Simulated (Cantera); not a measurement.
Cantera with NASA thermochemical tables; ideal gases at 1 bar, condensed phases pure. Values are per mole of reaction as written; species without (g) are pure solids or liquids, kept so even where they would boil at 1 bar.

2 H(g) + SiHCl₃(g) → Cl₂(g) + SiH₃Cl(g)

| T (K) | ΔH° (kJ) | ΔS° (J/K) | ΔG° (kJ) | log10 K |
|---|---|---|---|---|
| 300 | -81.7 | -69.5 | -60.8 | 10.59 |
| 1200 | -100.2 | -101.4 | 21.4 | -0.93 |
| 1300 | -101.5 | -102.4 | 31.6 | -1.27 |
| 1400 | ___ | ___ | ___ | ___ |
| 1500 | -103.6 | -103.9 | 52.2 | -1.82 |
| 1600 | -104.5 | -104.5 | 62.7 | -2.05 |
| 1700 | -105.4 | -105.0 | 73.1 | -2.25 |
| 1800 | -106.2 | -105.5 | 83.7 | -2.43 |
| 1900 | ___ | ___ | ___ | ___ |
| 2000 | -107.6 | -106.2 | 104.8 | -2.74 |
| 2100 | -108.2 | -106.5 | 115.5 | -2.87 |
| 2200 | -108.8 | -106.8 | 126.1 | -2.99 |

**Question.** Some entries are withheld; supply them.

**Answer.** 
- 1400, ΔH° (kJ): -102.6
- 1400, ΔS° (J/K): -103.2
- 1400, ΔG° (kJ): 41.9
- 1400, log10 K: -1.56
- 1900, ΔH° (kJ): -106.9
- 1900, ΔS° (J/K): -105.9
- 1900, ΔG° (kJ): 94.2
- 1900, log10 K: -2.59
